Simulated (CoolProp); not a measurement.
Vapour-liquid equilibrium of C3F8 (R218) (1) + R134a (2) at -56.05 °C; x and y are mole fractions of (1).

The numbers come from the multi-fluid Helmholtz-energy mixture model, Lemmon 2006 and Tillner-Roth 1994; pair parameters Bell 2016 in CoolProp.

```csv
x,"bubble pressure, mixture model (kPa)","bubble pressure, Raoult's law (kPa)","y, mixture model","y, Raoult's law"
0.05,29.44,21.36,0.333,0.090
0.125,37.60,22.73,…,0.213
0.2,41.94,24.09,0.574,0.321
0.275,44.18,25.46,0.608,0.418
0.35,45.32,26.82,0.627,0.504
0.425,45.91,28.19,0.639,0.583
0.5,46.25,29.55,0.648,0.654
0.575,46.48,30.92,0.658,0.719
0.65,46.61,32.28,0.670,0.778
0.725,…,33.65,0.690,0.833
0.8,46.12,35.01,0.723,0.883
0.875,…,36.38,0.778,0.930
0.95,42.03,37.74,0.880,0.973
```

### Question
What belongs in the gaps?

### Answer

- 0.125, y, mixture model: 0.505
- 0.725, bubble pressure, mixture model (kPa): 46.57
- 0.875, bubble pressure, mixture model (kPa): 44.86

The largest gap from Raoult's law is +74.1 % in bubble pressure, at x = 0.2. y crosses x between x = 0.65 and 0.725: the model has an azeotrope there.

Pair parameters are fitted to limited data, so mixtures are less certain than the pure fluids. With so large a gap from Raoult's law the liquid may split in two, which this calculation doesn't test in full.
